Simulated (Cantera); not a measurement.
An adiabatic, constant-pressure homogeneous reactor starts with CH3OH : O2 : N2 = 1 : 1.15 : 4.34 (molar parts), at 1823 K and 6.10 bar. Integrator tolerance rtol = 1e-08.

Cantera simulation using GRI-Mech 3.0 (53 species, 325 reactions); the numbers are that mechanism's predictions, not measurements. GRI-Mech 3.0 was tuned for natural gas; its chemistry of methanol as a main component is partial and can be far from experiment.

**Question.** What does this change do: initial temperature 1823 to 1200 K?

**Answer.** 
```csv
quantity,before,after
time of steepest temperature rise,3.88 µs,2.02 ms
temperature at 2.00 s,2983 K,2690 K
equilibrium temperature,2983 K,2690 K
x(CH3OH) at 2.00 s,<1e-12 (gas-phase equilibrium <1e-12),<1e-12 (gas-phase equilibrium <1e-12)
x(O2) at 2.00 s,0.00710 (gas-phase equilibrium 0.00710),0.00147 (gas-phase equilibrium 0.00147)
x(C2H6) at 2.00 s,<1e-12 (gas-phase equilibrium <1e-12),<1e-12 (gas-phase equilibrium <1e-12)
x(C2H2) at 2.00 s,<1e-12 (gas-phase equilibrium <1e-12),<1e-12 (gas-phase equilibrium <1e-12)
x(C2H4) at 2.00 s,<1e-12 (gas-phase equilibrium <1e-12),<1e-12 (gas-phase equilibrium <1e-12)
```
